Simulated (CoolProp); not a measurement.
Vapour-liquid equilibrium of R114 (1) + n-pentane (2) at 376.8 K; x and y are mole fractions of (1).

Values from CoolProp's multi-fluid Helmholtz-energy mixture model, Platzer 1990 and Thol 2019; pair parameters Bell 2016. This equation is an older, rougher fit; its heat capacities, sound speeds and derivatives of the liquid may be far off and weren't checked against measurements.

Problem. Give the bubble pressure and the first vapour's composition at x = 0.25, 0.45, 0.75. Is there an azeotrope?

Solution. x = 0.25: 0.9500 MPa, y = 0.435; x = 0.45: 1.142 MPa, y = 0.618; x = 0.75: 1.373 MPa, y = 0.823. No azeotrope shows between x = 0.05 and 0.95.

Pair parameters are fitted to limited data, so mixtures are less certain than the pure fluids.
